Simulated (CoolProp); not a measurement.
Dry air at several states: density (kg/m³) from the reference equation and from simpler models built on Tc = -140.6 °C, pc = 3786 kPa, ω = 0.034; each cubic takes its own stable root.

Model: reference Helmholtz-energy equation of state, Lemmon 2000, in CoolProp. It is a pseudo-pure fit of the blend.

| T (°C) | p (kPa) | phase | reference |
|---|---|---|---|
| 687.65 | 10300 | supercritical | 36.13 |
| 666.25 | 5480 | supercritical | 19.96 |
| 65.05 | 14100 | supercritical | 141.3 |

Task: How far does each simpler model (ideal gas, van der Waals, Redlich-Kwong, Soave-Redlich-Kwong, Peng-Robinson) lie from the reference over these 3 states: mean and median of the absolute difference, and the worst?

Result: 
- ideal gas: mean 2.6 %, median 2.8 %, worst +3.4 % at 687.65 °C and 10300 kPa
- van der Waals: mean 1.9 %, median 0.7 %, worst +4.6 % at 65.05 °C and 14100 kPa
- Redlich-Kwong: mean 1.1 %, median 0.9 %, worst +1.9 % at 65.05 °C and 14100 kPa
- Soave-Redlich-Kwong: mean 0.5 %, median 0.1 %, worst -1.3 % at 65.05 °C and 14100 kPa
- Peng-Robinson: mean 1.0 %, median 0.6 %, worst +2.0 % at 65.05 °C and 14100 kPa
